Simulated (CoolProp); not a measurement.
Aqueous sodium chloride as a coolant, at 5 °C, 1 atm.

Values from CoolProp's Melinder's fits for secondary coolants.

```
mass %  freezing point (°C)  conductivity (W/(m K))  viscosity (mPa s)  Prandtl number  cp (kJ/(kg K))
------  -------------------  ----------------------  -----------------  --------------  --------------
3.9              (withheld)                   0.568               1.60            11.2           3.972
5.8                    -3.6                   0.567               1.64            11.2           3.877
7.7                    -4.9                   0.566               1.70      (withheld)      (withheld)
9.6                    -6.2                   0.564               1.76            11.6      (withheld)
11.5                   -7.8                   0.563               1.84            11.9           3.643
13.4                   -9.4              (withheld)               1.92            12.2           3.579
15.3                  -11.2                   0.560               2.01            12.7           3.520
17.2                  -13.2                   0.558               2.12            13.2           3.465
19.1                  -15.4                   0.556               2.24      (withheld)           3.415
```

Problem. Fill in the missing entries.

Solution. 
- 3.9, freezing point (°C): -2.4
- 7.7, Prandtl number: 11.4
- 7.7, cp (kJ/(kg K)): 3.791
- 9.6, cp (kJ/(kg K)): 3.713
- 13.4, conductivity (W/(m K)): 0.561
- 19.1, Prandtl number: 13.7
